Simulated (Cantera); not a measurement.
Cantera run:

```python
import numpy as np
import cantera as ct

gas_names = [...]  # 113 gases of nasa_gas.yaml made of C, H, O, Ta
cond_names = """
    C(gr) C6H6(L) C7H8(L) C8H18(L),n-octa H2O(s) H2O(L) Ta(cr) Ta(L) TaC(s) TaC(L) Ta2O5(s) Ta2O5(L)
""".split()


# ... load() reads the species with a 1 bar reference pressure and builds the phases ...
atoms = {
    'Ta2O5': {'Ta': 2, 'O': 5},
    'C': {'C': 1},
    'H2': {'H': 2},
}
top_T = {'C(gr)': 4500}  # K; cautious upper limits of use, not melting points


# ... equilibrate(T, P, feed) seeds the gas with the atoms and calls Mixture.equilibrate('TP', solver="vcs", rtol=1e-11, max_steps=5000) ...
results = []
feed = {'Ta2O5': 1, 'C': 2.9, 'H2': 6.9}  # mol
P = 1000  # Pa
for T in [950, 1150, 1350, 1550, 1750, 1950, 2150, 2350]:
    mix = equilibrate(T, P, feed)
    results.append((T, P, feed, dict(zip(mix.species_names, mix.species_moles))))
    x = sorted(zip(gas.X, gas.species_names), reverse=True)
    print(f"T = {T:g} K  P = {P:g} Pa  gas = {mix.phase_moles(0):.4g} mol")
    print("   x: " + "  ".join(f"{s} {v:.3e}" for v, s in x if v > 1e-06))
    print("   condensed (mol): " + ("  ".join(f"{mix.phase(i).name} {mix.phase_moles(i):.4g}"
          for i in range(1, mix.n_phases) if mix.phase_moles(i) > 1e-12) or "none"))
```

It prints:

```
T = 950 K  P = 1000 Pa  gas = 6.956 mol
   x: H2 9.886e-01  CO 9.665e-03  CH4 1.638e-03  H2O 8.924e-05  CO2 1.563e-06
   condensed (mol): C(gr) 2.794  TaC(s) 0.02715  Ta2O5(s) 0.9864
T = 1150 K  P = 1000 Pa  gas = 8.97 mol
   x: H2 7.688e-01  CO 2.307e-01  H2O 3.502e-04  CO2 8.839e-05  CH4 3.286e-05
   condensed (mol): TaC(s) 0.8296  Ta2O5(s) 0.5852
T = 1350 K  P = 1000 Pa  gas = 8.97 mol
   x: H2 7.687e-01  CO 2.307e-01  H2O 5.621e-04  CO2 8.583e-05  H 2.089e-05
   condensed (mol): TaC(s) 0.8302  Ta2O5(s) 0.5849
T = 1550 K  P = 1000 Pa  gas = 8.97 mol
   x: H2 7.683e-01  CO 2.306e-01  H2O 7.842e-04  H 2.761e-04  CO2 8.415e-05
   condensed (mol): TaC(s) 0.8308  Ta2O5(s) 0.5846
T = 1750 K  P = 1000 Pa  gas = 8.978 mol
   x: H2 7.665e-01  CO 2.303e-01  H 2.036e-03  H2O 1.000e-03  CO2 8.301e-05
   condensed (mol): TaC(s) 0.8313  Ta2O5(s) 0.5843
T = 1950 K  P = 1000 Pa  gas = 9.014 mol
   x: H2 7.593e-01  CO 2.294e-01  H 9.989e-03  H2O 1.194e-03  CO2 8.197e-05  TaO2 4.153e-05  TaO 7.432e-06  OH 1.426e-06
   condensed (mol): TaC(s) 0.8318  Ta2O5(s) 0.5839
T = 2150 K  P = 1000 Pa  gas = 9.985 mol
   x: H2 6.716e-01  CO 2.903e-01  H 3.456e-02  H2O 2.122e-03  TaO2 1.045e-03  TaO 2.107e-04  CO2 1.793e-04  OH 1.410e-05
   condensed (mol): Ta(cr) 1.166  Ta2O5(L) 0.4108
T = 2350 K  P = 1000 Pa  gas = 10.47 mol
   x: H2 6.071e-01  CO 2.767e-01  H 9.718e-02  TaO2 1.243e-02  H2O 3.354e-03  TaO 2.832e-03  CO2 2.654e-04  OH 9.254e-05  O 1.001e-05
   condensed (mol): Ta(cr) 1.132  Ta2O5(L) 0.3542
```

Cantera equilibrium calculation (NASA polynomials, part measured and part estimated; ideal gas, pure solids and liquids). Mutual solubility and eutectic melting of coexisting phases are not modelled. TaC: taken at fixed stoichiometry. Condensed phases not in the tables: Ta2C, N, O or C dissolved in the metal.
